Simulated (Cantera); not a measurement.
NO annealing gas

A perfectly stirred reactor is fed with NO : N₂ = 1 : 1.2 (molar parts), at 0.230 bar; it is held at 1850 K, and followed from long to short residence time.

Detailed kinetics in Cantera: GRI-Mech 3.0 (53 species, 325 reactions).

```tsv
τ (s)	x NO	x N₂O	x N₂	x NO₂	x O
4.0	0.338	4.45e-5	0.603	0.000195	0.000103
1.3	0.408	6.64e-5	0.569	0.000156	7.08e-5
0.42	0.439	7.76e-5	0.553	0.000113	5.01e-5
0.14	0.449	8.03e-5	0.548	8.91e-5	3.99e-5
0.046	0.453	7.66e-5	0.546	7.61e-5	3.47e-5
0.015	0.454	6.42e-5	0.546	6.39e-5	2.99e-5
0.0049	0.454	4.25e-5	0.546	4.35e-5	2.19e-5
0.0016	0.454	2.08e-5	0.545	1.80e-5	1.15e-5
```
x: mole fraction; the columns are a selection and need not sum to one.
